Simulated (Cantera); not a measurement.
A perfectly stirred reactor is fed with 2.33 % CH4, 0.103 % C2H6, 0.152 % C3H8, 9.47 % O2, 67.4 % N2, 20.5 % H2O, at 9.87 atm; it is adiabatic with a 823 K inlet, and is followed from long to short residence time, starting on the burning branch (τ in s: 0.41, 0.1, 0.026, 0.0066, 0.0017, 0.00042, 0.00011, 2.7e-05, 6.7e-06).

Detailed kinetics in Cantera: GRI-Mech 3.0 (53 species, 325 reactions).

Predict: blow-out, bracketed by the residence times tried; x(CH4) at τ = 0.410 s; x(C2H6) at τ = 0.410 s; x(C3H8) at τ = 0.410 s; x(N2O) at τ = 0.410 s; x(O2) at τ = 0.410 s; x(CH4) at τ = 1.70 ms; x(C2H6) at τ = 1.70 ms; x(C3H8) at τ = 1.70 ms; x(O2) at τ = 1.70 ms.


| Quantity | Result |
|---|---|
| blow-out, bracketed by the residence times tried | burning at 6.60 ms, out at 1.70 ms |
| x(CH4) at τ = 0.410 s | 1.24e-5 |
| x(C2H6) at τ = 0.410 s | 7.47e-8 |
| x(C3H8) at τ = 0.410 s | 1.08e-7 |
| x(N2O) at τ = 0.410 s | 1.11e-7 |
| x(O2) at τ = 0.410 s | 0.0369 |
| x(CH4) at τ = 1.70 ms | 0.0233 |
| x(C2H6) at τ = 1.70 ms | 0.00103 |
| x(C3H8) at τ = 1.70 ms | 0.00152 |
| x(O2) at τ = 1.70 ms | 0.0947 |
